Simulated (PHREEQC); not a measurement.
Solution (55 °C): 0.006 mol/kgw NH3 and 0.0012 mol/kgw K2SiO3. Closed to the air; pH follows from the charge balance.

Computed with PHREEQC (ion-association model, phreeqc.dat).

- pH = 10.27
- ionic strength = 0.00250 mol/kgw
- total alkalinity = 8.40 meq/kg

```
species   molality  activity   log γ
--------  --------  --------  ------
NH3        0.00591   0.00592   0.000
K+         0.00240   0.00226  -0.025
OH-        0.00143   0.00135  -0.025
H3SiO4-    0.00104  0.000982  -0.025
H4SiO4    0.000152  0.000152   0.000
NH4+       8.78e-5   8.27e-5  -0.026
H2SiO4-2   7.94e-6   6.32e-6  -0.099
```

This is a speciation only: nothing precipitates in the calculation. Constants without temperature data keep their 25 °C values here.
